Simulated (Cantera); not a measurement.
## Reactions in the system F-N-Pb

Standard-state values (1 bar) from the NASA 1993 polynomials, evaluated with Cantera. Values are per mole of reaction as written; species without (g) are pure solids or liquids, kept so even where they would boil at 1 bar.

3 Pb(g) + 2 NF3(g) → 3 PbF2 + N2(g)

```tsv
T (K)	ΔH° (kJ)	ΔS° (J/K)	ΔG° (kJ)	log10 K	condensed phases
575	-2333.5	-470.5	-2062.9	187.40	PbF2(s)
675	-2311.8	-435.6	-2017.8	156.14	PbF2(s)
775	-2290.8	-406.5	-1975.8	133.16	PbF2(s)
875	-2277.7	-390.5	-1936.0	115.57	PbF2(s)
975	-2269.6	-381.8	-1897.4	101.65	PbF2(s)
1075	-2263.6	-375.8	-1859.6	90.36	PbF2(s)
1175	-2207.7	-325.4	-1825.3	81.14	PbF2(l)
1275	-2194.2	-314.4	-1793.4	73.47	PbF2(l)
1375	-2180.9	-304.4	-1762.4	66.95	PbF2(l)
1475	-2167.8	-295.1	-1732.5	61.35	PbF2(l)
1575	-2154.9	-286.7	-1703.4	56.49	PbF2(l)
```
